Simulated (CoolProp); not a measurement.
Dimethyl ether at several states: density (kg/m³) from the reference equation and from simpler models built on Tc = 127.2 °C, pc = 5337 kPa, ω = 0.196; each cubic takes its own stable root.

The numbers come from the reference Helmholtz-energy equation of state, Wu 2011 in CoolProp.

```json
[
 {"T (°C)": "-92.45", "p (kPa)": "1310", "phase": "liquid", "reference": "823.3"},
 {"T (°C)": "-70.55", "p (kPa)": "1110", "phase": "liquid", "reference": "796.0"},
 {"T (°C)": "172.95", "p (kPa)": "1400", "phase": "gas", "reference": "18.66"}
]
```

**Question.** How far does each simpler model (van der Waals, Soave-Redlich-Kwong, Peng-Robinson) lie from the reference over these 3 states: mean and median of the absolute difference, and the worst?

**Answer.** 
- van der Waals: mean 26.4 %, median 39.2 %, worst -39.5 % at -92.45 °C and 1310 kPa
- Soave-Redlich-Kwong: mean 6.1 %, median 8.7 %, worst -9.2 % at -92.45 °C and 1310 kPa
- Peng-Robinson: mean 1.7 %, median 2.0 %, worst +2.7 % at -70.55 °C and 1110 kPa
